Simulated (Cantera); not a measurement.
A diamond (100) surface in a fixed gas of H2 with x(CH4) = 0.012, x(H) = 0.00099, x(CH3) = 0.00011, 3900 Pa; coverages are run to steady state.

Cantera simulation using the Harris–Goodwin 1993 mechanism for the reconstructed diamond (100) surface; the numbers are that mechanism's predictions, not measurements.

θ: site fractions in the mechanism's names (c6HH fully hydrogenated, c6H* and c6*H radical sites, c6** diradical, c6HM methylated).

```
T (K)  growth (µm/h)  θ c6HH  θ c6H*  θ c6*H   θ c6**    θ c6HM
-----  -------------  ------  ------  ------  -------  --------
925             1.34   0.608  0.0111   0.284  0.00465    0.0721
975             1.61   0.579  0.0149   0.328  0.00692    0.0536
1025            1.61   0.552     [?]     [?]      [?]       [?]
1075            1.23   0.527  0.0244   0.410   0.0132    0.0171
1125           0.778   0.501  0.0295   0.442   0.0169   0.00672
1175           0.509   0.475  0.0346   0.465   0.0205   0.00235
1225           0.407   0.452  0.0395   0.482   0.0239  0.000808
1275           0.381   0.434  0.0443   0.494   0.0270  0.000281
1325           0.346   0.420  0.0488   0.501   0.0296   9.90e-5
1375             [?]   0.411     [?]   0.504   0.0317       [?]
```

Problem. Fill in the missing entries.

Solution. 
- 1025, θ c6H*: 0.0194
- 1025, θ c6*H: 0.370
- 1025, θ c6**: 0.00980
- 1025, θ c6HM: 0.0343
- 1375, growth (µm/h): 0.256
- 1375, θ c6H*: 0.0531
- 1375, θ c6HM: 3.54e-5
